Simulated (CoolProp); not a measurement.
Computed with CoolProp (reference Helmholtz-energy equation of state, Akasaka 2019).

Question: Give the vapour pressure (MPa), vapour density (kg/m³), enthalpy of vaporisation (kJ/kg) of saturated R1234ze(Z) at 382.1 K.

Answer: 
```csv
T (K),p (MPa),vapour density (kg/m³),enthalpy of vaporisation (kJ/kg)
382.1,1.63,86.5,134
```
